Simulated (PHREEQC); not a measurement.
Make-up at 40 °C: 0.068 mol/kgw CdCl2, 0.072 mol/kgw CuCl2, 0.00042 mol/kgw NaF and 0.099 mol/kgw Na2SO4. Closed to the air; pH follows from the charge balance.

All values are PHREEQC results (ion-association model, phreeqc.dat), not measurements.

Task: The ionic strength comes out as 0.426 mol/kgw. What activity coefficients do CdCl3-, NaSO4-, Na+, H+, F- get?

Result: CdCl3- 0.72, NaSO4- 0.70, Na+ 0.71, H+ 0.77, F- 0.64.

Precipitation was switched off in this run. Away from 25 °C the constants follow the database's enthalpies or fits; those with neither stay at their 25 °C values.
